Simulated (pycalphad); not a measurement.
# Phase fractions of Sn-11.94Si (at.%)

CALPHAD calculation (pycalphad, COST 507 light-alloy database (1999)), 1 atm. The database dates from 1999; later assessments differ in places, in temperatures and in the compounds included. Amounts are mole fractions of atoms.

| T (°C) | LIQUID | DIAMOND_A4 | BCT_A5 |
|---|---|---|---|
| 1127 | 0.952 | 0.048 | - |
| 1077 | 0.929 | 0.071 | - |
| 1027 | 0.915 | 0.085 | - |
| 977 | 0.904 | 0.096 | - |
| 927 | 0.897 | 0.103 | - |
| 877 | 0.892 | 0.108 | - |
| 827 | 0.888 | 0.112 | - |
| 777 | 0.886 | 0.114 | - |
| 727 | 0.884 | 0.116 | - |
| 677 | 0.882 | 0.118 | - |
| 627 | 0.882 | 0.118 | - |
| 577 | 0.881 | 0.119 | - |
| 527 | 0.881 | 0.119 | - |
| 477 | 0.881 | 0.119 | - |
| 427 | 0.881 | 0.119 | - |
| 377 | 0.881 | 0.119 | - |
| 327 | 0.881 | 0.119 | - |
| 277 | 0.881 | 0.119 | - |
| 227 | - | 0.119 | 0.881 |

DIAMOND_A4 is diamond (Si); BCT_A5 is bct (Sn).
